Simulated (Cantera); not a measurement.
Thermal oxidation and active oxidation of silicon: Si + H2O + N2

Input: 1 mol Si, 1.6 mol H2O, a varied amount of N2, equilibrated at 1825 °C and 750 Torr.

Cantera equilibrium calculation (NASA polynomials, part measured and part estimated; ideal gas, pure solids and liquids). Candidate condensed phases: H2O, Si, SiO2, Si2N2O, Si3N4; 35 gas species. The tables hold silica as quartz up to 1696 K and as liquid above; real silica turns to tridymite and cristobalite and melts near 1996 K. Kinetics and transport are ignored.

From 41 mol N2 to 940 mol N2 the condensed part is SiO2(l). The main Si-bearing gas is SiO throughout. The share of Si in condensed phases is highest at 41 mol N2 (55.4 %) and lowest at 940 mol N2 (18.3 %).

```
n(N2) (mol)  log p N2  log p H2  log p SiO  log p H2O  log p H  log p NO  n SiO2(l)
-----------  --------  --------  ---------  ---------  -------  --------  ---------
41              -0.02     -1.45      -1.98      -2.97    -3.23     -6.38      0.554
54              -0.02     -1.56      -2.09      -2.99    -3.29     -6.28      0.542
72              -0.01     -1.69      -2.19      -3.01    -3.36     -6.17      0.527
96              -0.01     -1.82      -2.30      -3.03    -3.42     -6.06      0.508
130             -0.01     -1.96      -2.41      -3.06    -3.49     -5.95      0.484
170             -0.01     -2.08      -2.50      -3.09    -3.55     -5.86      0.458
230              0.00     -2.22      -2.61      -3.13    -3.62     -5.75      0.424
300              0.00     -2.35      -2.70      -3.16    -3.69     -5.66      0.390
400              0.00     -2.49      -2.79      -3.21    -3.75     -5.57      0.347
530              0.00     -2.62      -2.88      -3.25    -3.82     -5.48      0.299
710              0.00     -2.77      -2.97      -3.31    -3.90     -5.38      0.243
940              0.00     -2.92      -3.06      -3.37    -3.97     -5.30      0.183
```
log p: log10 of the partial pressure in bar; n: condensed amount in mol.
